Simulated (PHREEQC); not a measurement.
Dissolve 0.066 mol KHCO3, 0.00089 mol NH3 and 0.00036 mol NaCl per kg of water at 25 °C. Closed to the air; pH follows from the charge balance.

All values are PHREEQC results (ion-association model, phreeqc.dat), not measurements.

This is a speciation only: nothing precipitates in the calculation.

Estimate the pH, specific conductance.

pH 8.36; specific conductance 6810 µS/cm.

In which forms is C present?

HCO3- 97 %, CO3-2 2.0 %, CO2 0.8 % of the C.
